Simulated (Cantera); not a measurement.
## Equilibrium for silicon oxide and oxynitride deposition: TEOS + H2O

Feed: 1 mol TEOS, 23 mol H2O, at 1673.15 K.

Cantera equilibrium calculation (NASA polynomials, part measured and part estimated; ideal gas, pure solids and liquids). Candidate condensed phases: C, C6H6, C7H8, C8H18, H2O, Si, SiC, SiO2; 123 gas species. The feed counts by its element totals alone. The tables hold silica as quartz up to 1696 K and as liquid above; real silica turns to tridymite and cristobalite and melts near 1996 K. Gases not in the tables: Si(OH)4. The numbers say what is thermodynamically allowed, not how fast it happens.

| P (Pa) | x H2 | x H2O | x CO | x CO2 | x H | x SiO | x OH | n SiO2(β-quartz) |
|---|---|---|---|---|---|---|---|---|
| 5 | 0.419 | 0.373 | 0.152 | 0.0410 | 0.0104 | 0.00338 | 0.000447 | 0.860 |
| 15 | 0.425 | 0.373 | 0.154 | 0.0407 | 0.00607 | 0.00114 | 0.000256 | 0.953 |
| 45 | 0.428 | 0.373 | 0.154 | 0.0406 | 0.00352 | 0.000383 | 0.000148 | 0.984 |
| 140 | 0.429 | 0.374 | 0.154 | 0.0406 | 0.00200 | 0.000123 | 8.36e-5 | 0.995 |
| 410 | 0.430 | 0.374 | 0.154 | 0.0406 | 0.00117 | 4.22e-5 | 4.89e-5 | 0.998 |
| 1200 | 0.430 | 0.374 | 0.154 | 0.0406 | 0.000683 | 1.44e-5 | 2.86e-5 | 0.999 |
| 3700 | 0.431 | 0.374 | 0.155 | 0.0406 | 0.000389 | 4.68e-6 | 1.63e-5 | 1.000 |
| 11000 | 0.431 | 0.374 | 0.155 | 0.0406 | 0.000226 | 1.57e-6 | 9.43e-6 | 1.000 |
| 33000 | 0.431 | 0.374 | 0.155 | 0.0406 | 0.000130 | 5.25e-7 | 5.45e-6 | 1.000 |
| 100000 | 0.431 | 0.374 | 0.155 | 0.0406 | 7.49e-5 | 1.73e-7 | 3.13e-6 | 1.000 |
x: gas mole fraction; n: condensed amount in mol.

From 5.00 Pa to 100000 Pa the condensed part is SiO2(β-quartz).
